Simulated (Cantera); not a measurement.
Input: 1 mol C2H6, 0.027 mol CO2, equilibrated at 2000 K and 40.0 bar.

Cantera equilibrium calculation (NASA polynomials, part measured and part estimated; ideal gas, pure solids and liquids). Candidate condensed phases: C, C6H6, C7H8, C8H18, H2O; 110 gas species. The ideal-gas law is rough above about 30 bar. Equilibrium is a limit: real reactors are often held back by kinetics, nucleation or transport.

Base state: H2 0.965, CO 0.0179, CH4 0.0158, C2H2 (acetylene) 0.000741, H 0.000253, C2H4 0.000193, CH3 8.19e-5, H2O 8.09e-5 (mole fractions); condensed: C(graphite).

Task: What changes in the equilibrium state with this change: CO2 from 0.027 to 5.5 mol?

Result: 
```
species             before    after
----------------  --------  -------
CO                  0.0179    0.547
CO2                3.27e-7    0.167
H2O                8.09e-5    0.166
H2                   0.965    0.119
CH4                 0.0158  4.43e-7
C2H2 (acetylene)  0.000741    <1e-9
C2H4              0.000193    <1e-9
CH3                8.19e-5  6.53e-9
OH                 2.11e-9  1.24e-5
C(graphite), mol      1.92        0
```

Task: What changes in the equilibrium state with this change: 0.075 mol H2O added?

Result: 
```
species             before     after
----------------  --------  --------
H2                   0.965     0.943
CO                  0.0179    0.0407
CH4                 0.0158    0.0151
H2O                8.09e-5  0.000180
C2H4              0.000193  0.000184
CH3                8.19e-5   7.91e-5
C(graphite), mol      1.92      1.84
```
